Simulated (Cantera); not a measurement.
Cantera run:

```python
import numpy as np
import cantera as ct

gas_names = """
    Hg N N2
""".split()
cond_names = """
    Hg(cr) Hg(L)
""".split()


def load(file, names, dense=False):
    # The tables refer to 1 bar. Condensed volumes are neglected.
    table = {s.name: s for s in ct.Species.list_from_file(file)}
    out = []
    for n in names:
        d = dict(table[n].input_data)
        d["thermo"] = dict(d["thermo"], **{"reference-pressure": 1e5})
        if dense:
            d["equation-of-state"] = {"model": "constant-volume", "density": "1e6 g/cm^3"}
        out.append(ct.Species.from_dict(d))
    return out


gas = ct.Solution(thermo="ideal-gas", species=load("nasa_gas.yaml", gas_names))
cond = {s.name: ct.Solution(thermo="fixed-stoichiometry", species=[s], name=s.name)
        for s in load("nasa_condensed.yaml", cond_names, dense=True)}
atoms = {
    'Hg': {'Hg': 1},
    'N2': {'N': 2},
}
top_T = {}  # K; cautious upper limits of use, not melting points


def equilibrate(T, P, feed):
    n = {}
    for name, mol in feed.items():
        for a, k in atoms[name].items():
            n[a] = n.get(a, 0.0) + k * mol
    gas.TPX = T, P, n
    mass = sum(n.values()) * gas.mean_molecular_weight
    gas.equilibrate("TP")
    valid = [c for c in cond.values() if c.min_temp <= T <= top_T.get(c.name, c.max_temp)]
    mix = ct.Mixture([(gas, mass / gas.mean_molecular_weight)] + [(c, 0.0) for c in valid])
    mix.T, mix.P = T, P
    mix.equilibrate("TP", solver="vcs", rtol=1e-11, max_steps=5000)
    return mix


results = []
feed = {'Hg': 1, 'N2': 0.26}  # mol
T = 1298.15  # K
P = 1000  # Pa
mix = equilibrate(T, P, feed)
results.append((T, P, feed, dict(zip(mix.species_names, mix.species_moles))))
print(gas.report(threshold=0.0001))
for i in range(1, mix.n_phases):
    print(f"{mix.phase(i).name:16s} {mix.phase_moles(i):12.5e} mol")
```

Result:

```
       temperature   1298.2 K
          pressure   1000 Pa
           density   0.015285 kg/m^3
  mean mol. weight   164.98 kg/kmol
   phase of matter   gas

                          1 kg             1 kmol
                     ---------------   ---------------
          enthalpy        4.3456e+05        7.1694e+07  J
   internal energy        3.6914e+05        6.0901e+07  J
           entropy            1542.8        2.5454e+05  J/K
    Gibbs function       -1.5683e+06       -2.5873e+08  J
 heat capacity c_p            142.56             23520  J/K
 heat capacity c_v            92.164             15205  J/K

                      mass frac. Y      mole frac. X     chem. pot. / RT
                     ---------------   ---------------   ---------------
                Hg           0.96496           0.79365           -21.946
                N2          0.035038           0.20635           -31.763
     [   +1 minor]        6.0397e-17        7.1138e-16

Hg(L)             0.00000e+00 mol
```

Method: chemical equilibrium by Gibbs-energy minimisation in Cantera with the NASA 1993 tables (ideal gas, pure condensed phases).
